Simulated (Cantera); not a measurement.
Gas mixture: N2 : C2H4 : CH3OH : C3H8 = 0.88 : 0.33 : 0.38 : 0.86 (molar parts), at 900000 Pa, frozen composition.

Cantera's kinetic-theory transport with the Lennard-Jones parameters of GRI-Mech 3.0, ideal gas; thermal conductivity in the mixture-averaged form. Polar gases are described roughly by these parameters. The composition is frozen, though it would react at the higher temperatures.

D: mixture-averaged diffusion coefficient of that species in the mixture.

| T (K) | ρ (kg/m³) | cp (J/kg/K) | μ (µPa s) | λ (mW/m/K) | Pr | D (cm²/s) O | D (cm²/s) CH3 | D (cm²/s) CO2 |
|---|---|---|---|---|---|---|---|---|
| 400 | 9.28 | 1710 | 14.3 | 31.4 | 0.778 | 0.0443 | 0.0313 | 0.0211 |
| 600 | 6.19 | 2215 | 20.1 | 54.0 | 0.826 | 0.0899 | 0.0647 | 0.0446 |
| 800 | 4.64 | 2605 | 25.2 | 76.6 | 0.856 | 0.147 | 0.107 | 0.0743 |
| 1000 | 3.71 | 2906 | 29.7 | 98.4 | 0.876 | 0.214 | 0.156 | 0.110 |
| 1200 | 3.09 | 3118 | … | … | 0.884 | … | … | … |
| 1400 | 2.65 | 3292 | 37.6 | 139 | 0.891 | 0.376 | 0.276 | 0.195 |
| 1600 | 2.32 | 3432 | 41.2 | 158 | 0.897 | 0.470 | 0.345 | 0.244 |
| 1800 | 2.06 | 3545 | 44.6 | … | 0.901 | … | … | … |
| 2000 | 1.86 | 3634 | 47.9 | 192 | 0.904 | 0.681 | 0.501 | 0.355 |

### Question
Some entries are withheld; supply them.

### Answer

- 1200, μ (µPa s): 33.8
- 1200, λ (mW/m/K): 119
- 1200, D (cm²/s) O: 0.291
- 1200, D (cm²/s) CH3: 0.213
- 1200, D (cm²/s) CO2: 0.150
- 1800, λ (mW/m/K): 175
- 1800, D (cm²/s) O: 0.571
- 1800, D (cm²/s) CH3: 0.420
- 1800, D (cm²/s) CO2: 0.298
